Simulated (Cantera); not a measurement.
An isothermal, constant-pressure homogeneous reactor starts with CH4 : N2 = 1 : 110 (molar parts), at 1925 K and 80000 Pa. Integrator tolerance rtol = 1e-08.

Computed with Cantera and GRI-Mech 3.0 (53 species, 325 reactions). GRI-Mech 3.0 stops at C3 and has no aromatics, soot or wall deposition, so with more carbon than oxygen in the feed, carbon stays in small species such as C2H2 where larger ones or solid carbon would form.

Q: What does this change do: pressure from 80000 Pa to 67.0 Pa?

A: 
```
quantity                                             before                                     after
----------------  -----------------------------------------  ----------------------------------------
x(CH4) at 80.0 s    7.85e-7 (gas-phase equilibrium 3.92e-7)  1.18e-7 (gas-phase equilibrium 2.58e-10)
x(CH2) at 80.0 s   1.67e-9 (gas-phase equilibrium 8.38e-10)  3.82e-9 (gas-phase equilibrium 7.70e-10)
x(HCN) at 80.0 s   0.000237 (gas-phase equilibrium 0.00858)  0.000137 (gas-phase equilibrium 0.00852)
x(C2H) at 80.0 s    5.80e-7 (gas-phase equilibrium 2.30e-8)   2.26e-6 (gas-phase equilibrium 8.50e-7)
x(H) at 80.0 s    0.000124 (gas-phase equilibrium 0.000124)  0.000473 (gas-phase equilibrium 0.00397)
```
Radical loss at walls, strong at low pressure, is not modelled.

Q: What does this change do: 0.38 parts H2O added?

A: 
```tsv
quantity	before	after
x(CH4) at 80.0 s	7.85e-7 (gas-phase equilibrium 3.92e-7)	1.42e-6 (gas-phase equilibrium 3.95e-7)
x(CH2) at 80.0 s	1.67e-9 (gas-phase equilibrium 8.38e-10)	2.21e-9 (gas-phase equilibrium 6.15e-10)
x(HCN) at 80.0 s	0.000237 (gas-phase equilibrium 0.00858)	0.000557 (gas-phase equilibrium 0.00536)
x(C2H) at 80.0 s	5.80e-7 (gas-phase equilibrium 2.30e-8)	2.82e-7 (gas-phase equilibrium 7.72e-9)
x(H) at 80.0 s	0.000124 (gas-phase equilibrium 0.000124)	0.000146 (gas-phase equilibrium 0.000146)
```
